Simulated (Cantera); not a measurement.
## Carbon deposition, reforming and gasification: C₃H₆ + CO₂ + N₂

A closed system holds: 1 mol C₃H₆, 0.16 mol CO₂, 1.8 mol N₂, equilibrated at 23.0 Pa.

Cantera equilibrium calculation (NASA polynomials, part measured and part estimated; ideal gas, pure solids and liquids). Candidate condensed phases: C, C₆H₆, C₇H₈, C₈H₁₈, H₂O; 136 gas species. Rates play no part.

```tsv
T (K)	x H	x N₂	x C	x C₃	x CO	x CN	x H₂	x C₂	n C(graphite)
2723	0.642	0.198	0.0120	0.0518	0.0375	0.0165	0.0247	0.00498	1.04
2748	0.628	0.190	0.0160	0.0715	0.0362	0.0192	0.0197	0.00691	0.359
2773	0.623	0.185	0.0199	0.0803	0.0355	0.0211	0.0161	0.00834	0
2798	0.625	0.184	0.0234	0.0783	0.0353	0.0222	0.0136	0.00914	0
2823	0.626	0.182	0.0275	0.0760	0.0350	0.0233	0.0115	0.00997	0
2848	0.627	0.181	0.0321	0.0734	0.0348	0.0244	0.00967	0.0108	0
2873	0.626	0.180	0.0373	0.0705	0.0346	0.0254	0.00817	0.0117	0
2898	0.625	0.178	0.0432	0.0674	0.0344	0.0265	0.00690	0.0125	0
2923	0.624	0.177	0.0497	0.0640	0.0341	0.0274	0.00584	0.0134	0
2948	0.622	0.175	0.0570	0.0604	0.0339	0.0284	0.00494	0.0142	0
2973	0.619	0.173	0.0649	0.0565	0.0337	0.0292	0.00418	0.0149	0
2998	0.616	0.172	0.0736	0.0524	0.0334	0.0300	0.00355	0.0156	0
3023	0.613	0.170	0.0830	0.0481	0.0331	0.0306	0.00301	0.0162	0
```
x: gas mole fraction; n: condensed amount in mol.

From 2723 K to 2748 K the condensed part is C(graphite). From 2773 K to 3023 K nothing is condensed. The main C-bearing gas is C₃ throughout.
